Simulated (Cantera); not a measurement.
# Equilibrium for carbon deposition, reforming and gasification: C + NH3 + H2

Feed: 1 mol C, 0.053 mol NH3, 0.38 mol H2, held at 2600 K and 75.0 Pa.

Equilibrium computed with Cantera from the NASA thermochemical tables; the gas is ideal and each condensed phase is pure. Candidate condensed phases: C, C6H6, C7H8, C8H18; 92 gas species. Equilibrium is a limit: real reactors are often held back by kinetics, nucleation or transport.

```
Item                     Result
-------------------  ----------
x(H)                      0.701
x(H2)                     0.250
x(N2)                    0.0300
x(HCN)                  0.00780
x(C2H2 (acetylene))     0.00405
x(C3)                   0.00295
x(CN)                   0.00145
x(HNC)                  0.00102
x(C2H)                  0.00100
n(C(graphite))        0.977 mol
gas amount           0.7542 mol
```
